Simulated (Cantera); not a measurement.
What does this Cantera script print?

```python
import numpy as np
import cantera as ct

surf = ct.Interface("diamond.yaml", "diamond_100")
gas, bulk = surf.adjacent["gas"], surf.adjacent["diamond"]
k = surf.kinetics_species_index(bulk.species_names[0])
cover = ["c6HH", "c6H*", "c6*H", "c6**", "c6HM", "c6B"]

rows, drift = [], 0.0
print(f"{'T':>10s}{'um/h':>11s}" + "".join(f"{s:>11s}" for s in cover))
for v in [950, 1000, 1050, 1100, 1150, 1200, 1250, 1300, 1350, 1400]:
    T, P, xH, xCH3 = v, 7200, 0.00027, 0.0006
    gas.TPX = T, P, {"H": xH, "CH3": xCH3, "CH4": 0.006, "H2": 1 - xH - xCH3 - 0.006}
    surf.TP = bulk.TP = T, P
    surf.coverages = "c6H*:0.1, c6HH:0.9"
    surf.advance_coverages(100.0)
    before = surf.coverages
    surf.advance_coverages(100.0)
    drift = max(drift, np.max(np.abs(surf.coverages - before) / (surf.coverages + 1e-9)))
    rate = surf.net_production_rates[k] * bulk.mean_molecular_weight / bulk.density * 3.6e9
    rows.append([rate, *surf[cover].coverages])
    print(f"{v:10.4g}{rate:11.4e}" + "".join(f"{x:11.3e}" for x in rows[-1][1:]))
```

It prints:

```
         T       um/h       c6HH       c6H*       c6*H       c6**       c6HM        c6B
       950 5.3915e+00  2.713e-01  5.557e-03  1.319e-01  1.524e-03  4.525e-01  1.463e-08
      1000 6.5343e+00  3.259e-01  9.158e-03  1.875e-01  2.668e-03  3.464e-01  1.773e-08
      1050 6.0612e+00  4.076e-01  1.511e-02  2.706e-01  4.570e-03  2.080e-01  1.645e-08
      1100 4.1614e+00  4.760e-01  2.223e-02  3.523e-01  6.817e-03  9.069e-02  1.129e-08
      1150 2.5684e+00  5.046e-01  2.824e-02  4.004e-01  8.596e-03  3.189e-02  6.969e-09
      1200 1.8008e+00  5.119e-01  3.279e-02  4.198e-01  9.737e-03  1.048e-02  4.887e-09
      1250 1.4795e+00  5.159e-01  3.633e-02  4.233e-01  1.042e-02  3.466e-03  4.015e-09
      1300 1.2084e+00  5.234e-01  3.912e-02  4.181e-01  1.085e-02  1.175e-03  3.279e-09
      1350 8.0352e-01  5.357e-01  4.131e-02  4.073e-01  1.103e-02  4.122e-04  2.180e-09
      1400 4.0832e-01  5.515e-01  4.291e-02  3.927e-01  1.083e-02  1.532e-04  1.108e-09
```

Model: the Harris–Goodwin 1993 mechanism for the reconstructed diamond (100) surface, integrated in Cantera.
